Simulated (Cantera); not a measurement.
Cantera run, input and output.

```python
import numpy as np
import cantera as ct

gas = ct.Solution("gri30.yaml", transport_model="multicomponent")
show = ['CO2', 'C2H2', 'H2']

rows = []
print(f"{'T/K':>7s}{'rho':>11s}{'cp':>10s}{'mu':>11s}{'lambda':>11s}{'Pr':>7s}" + "".join(f"{'D_' + s:>11s}" for s in show))
for T in [400, 500, 600, 700, 800, 900, 1000, 1100]:
    gas.TPX = T, 3100, {'NH3': 0.66, 'C2H6': 0.21, 'CO': 0.91, 'CH4': 0.73}
    Pr = gas.cp_mass * gas.viscosity / gas.thermal_conductivity
    D = [gas.mix_diff_coeffs_mole[gas.species_index(s)] for s in show]
    rows.append([gas.density, gas.cp_mass, gas.viscosity, gas.thermal_conductivity, Pr, *D])
    print(f"{T:7g}{gas.density:11.4e}{gas.cp_mass:10.1f}{gas.viscosity:11.4e}"
          f"{gas.thermal_conductivity:11.4e}{Pr:7.3f}" + "".join(f"{d:11.4e}" for d in D))
print("SI units: kg/m3, J/kg/K, Pa s, W/m/K, m2/s")
```

It prints:

```
    T/K        rho        cp         mu     lambda     Pr      D_CO2     D_C2H2       D_H2
    400 2.0334e-02    1744.3 1.6858e-05 4.1326e-02  0.712 8.7132e-04 9.0952e-04 4.0225e-03
    500 1.6267e-02    1919.6 2.0186e-05 5.4414e-02  0.712 1.3127e-03 1.3651e-03 5.8875e-03
    600 1.3556e-02    2097.7 2.3276e-05 6.8424e-02  0.714 1.8223e-03 1.8899e-03 8.0145e-03
    700 1.1619e-02    2264.8 2.6171e-05 8.2893e-02  0.715 2.3948e-03 2.4784e-03 1.0386e-02
    800 1.0167e-02    2415.1 2.8905e-05 9.7466e-02  0.716 3.0259e-03 3.1266e-03 1.2990e-02
    900 9.0373e-03    2551.5 3.1504e-05 1.1206e-01  0.717 3.7124e-03 3.8311e-03 1.5814e-02
   1000 8.1336e-03    2684.5 3.3986e-05 1.2703e-01  0.718 4.4514e-03 4.5893e-03 1.8851e-02
   1100 7.3942e-03    2798.2 3.6369e-05 1.4156e-01  0.719 5.2409e-03 5.3989e-03 2.2091e-02
SI units: kg/m3, J/kg/K, Pa s, W/m/K, m2/s
```

Cantera simulation using GRI-Mech 3.0 (53 species, 325 reactions); the numbers are that mechanism's predictions, not measurements. Polar gases are described roughly by these parameters. The composition is frozen, though it would react at the higher temperatures.
